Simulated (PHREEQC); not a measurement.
1.3 g of hydrous ferric oxide (600 m²/g; 0.2 weak and 0.005 strong sites per Fe, Dzombak-Morel constants, diffuse double layer) in 1 kg of water with 0.3 mol/kgw of an inert sodium salt and 7.5e-06 mol/kgw Na2SeO4 and 7.5e-06 mol/kgw Na2SO4, at 25 °C; the pH is set by adding NaOH or the inert anion's acid. O2 is buffered at 0.21 atm. CO2 from the air is kept out. Precipitation was switched off in this run.

The series has 13 steps of pH, from 3 to 11.

All values are PHREEQC results (ion-association model, wateq4f.dat), not measurements.

Q: Near which pH is half of the Se sorbed, and on which side is more sorbed?

A: Near pH 6.4, with more sorbed at lower pH.

Q: Near which pH is half of the S sorbed, and on which side is more sorbed?

A: Near pH 6.1, with more sorbed at lower pH.

Complexes and solids missing from the database can't appear. The oxide is taken as insoluble; below pH 4 it would dissolve.
